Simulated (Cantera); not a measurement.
Charge: 1 mol Si2H6, 0.22 mol NO, 1.3 mol H2, equilibrated at 1.00 Torr.

Method: chemical equilibrium by Gibbs-energy minimisation in Cantera with the NASA 1993 tables (ideal gas, pure condensed phases). Candidate condensed phases: H2O, Si, SiO2, Si2N2O, Si3N4; 35 gas species. The feed counts by its element totals alone. Mutual solubility and eutectic melting of coexisting phases are not modelled. The tables hold silica as quartz up to 1696 K and as liquid above; real silica turns to tridymite and cristobalite and melts near 1996 K. Gases not in the tables: Si2H6 and higher silanes. Rates play no part.

log p: log10 of the partial pressure in bar; n: condensed amount in mol.

```tsv
T (K)	log p H2	log p SiO	log p N2	log p H	n Si(s)	n SiO2(α-quartz)	n Si2N2O(s)	n SiO2(β-quartz)	n Si(l)
800	-2.88	-13.84	<-14	(withheld)	1.73	0.0550	0.110	0	0
900	-2.88	-11.30	<-14	(withheld)	1.73	0	0.110	0.0550	0
1000	-2.88	-9.28	<-14	(withheld)	1.73	0	0.110	0.0550	0
1100	-2.88	-7.64	-13.24	(withheld)	1.72	0	0.110	0.0550	0
1200	-2.88	-6.27	-11.32	(withheld)	1.72	0	0.110	0.0541	0
1300	-2.88	-5.12	-9.69	(withheld)	1.71	0	0.110	0.0427	0
1400	-2.89	-4.48	-7.96	(withheld)	1.67	0	0.110	0	0
1500	-2.89	-4.46	-5.92	(withheld)	1.67	0	0.106	0	0
1600	-2.91	-4.20	-4.50	(withheld)	1.78	0	0	0	0
1700	-2.91	-4.20	-4.50	(withheld)	0	0	0	0	1.78
1800	-2.91	-4.20	-4.50	(withheld)	0	0	0	0	1.77
```

Problem. Fill in the missing entries.

Solution. 
- 800, log p H: -12.98
- 900, log p H: -11.37
- 1000, log p H: -10.08
- 1100, log p H: -9.03
- 1200, log p H: -8.14
- 1300, log p H: -7.39
- 1400, log p H: -6.76
- 1500, log p H: -6.20
- 1600, log p H: -5.72
- 1700, log p H: -5.29
- 1800, log p H: -4.90
